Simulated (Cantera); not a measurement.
What does this Cantera script print?

```python
import numpy as np
import cantera as ct

gas_names = [...]  # 109 gases of nasa_gas.yaml made of C, Cl, H, Si
cond_names = """
    C(gr) C6H6(L) C7H8(L) C8H18(L),n-octa Si(cr) Si(L) SiC(b)
""".split()


# ... load() reads the species with a 1 bar reference pressure and builds the phases ...
atoms = {
    '(CH3)2SiCl2': {'C': 2, 'H': 6, 'Si': 1, 'CL': 2},
    'C3H8': {'C': 3, 'H': 8},
    'H2': {'H': 2},
}
top_T = {'C(gr)': 4500, 'SiC(b)': 3050}  # K; cautious upper limits of use, not melting points


# ... equilibrate(T, P, feed) seeds the gas with the atoms and calls Mixture.equilibrate('TP', solver="vcs", rtol=1e-11, max_steps=5000) ...
results = []
feed = {'(CH3)2SiCl2': 1, 'C3H8': 0.35, 'H2': 6.2}  # mol
T = 2223  # K
P = 10000  # Pa
mix = equilibrate(T, P, feed)
results.append((T, P, feed, dict(zip(mix.species_names, mix.species_moles))))
print(gas.report(threshold=0.001))
for i in range(1, mix.n_phases):
    print(f"{mix.phase(i).name:16s} {mix.phase_moles(i):12.5e} mol")
```

Result:

```
       temperature   2223 K
          pressure   10000 Pa
           density   0.0044013 kg/m^3
  mean mol. weight   8.1349 kg/kmol
   phase of matter   gas

                          1 kg             1 kmol
                     ---------------   ---------------
          enthalpy        6.2636e+06        5.0954e+07  J
   internal energy        3.9915e+06        3.2471e+07  J
           entropy             27819         2.263e+05  J/K
    Gibbs function       -5.5578e+07       -4.5212e+08  J
 heat capacity c_p            4310.9             35069  J/K
 heat capacity c_v            3288.8             26754  J/K

                      mass frac. Y      mole frac. X     chem. pot. / RT
                     ---------------   ---------------   ---------------
    C2H2,acetylene         0.0075667          0.002364           -28.322
                CL          0.010987         0.0025213           -24.664
                 H         0.0022655          0.018283           -11.165
               HCL           0.69358           0.15476           -35.829
                H2           0.20187           0.81458            -22.33
             SiCL2          0.077614         0.0063786           -57.967
     [ +103 minor]         0.0061123         0.0011118

C(gr)             2.08016e+00 mol
Si(L)             0.00000e+00 mol
SiC(b)            9.12116e-01 mol
```

Method: chemical equilibrium by Gibbs-energy minimisation in Cantera with the NASA 1993 tables (ideal gas, pure condensed phases). The feed counts by its element totals alone. The tables' values for SiCl, SiCl3 are old estimates; treat these amounts as uncertain. Gases not in the tables: Si2H6 and higher silanes.
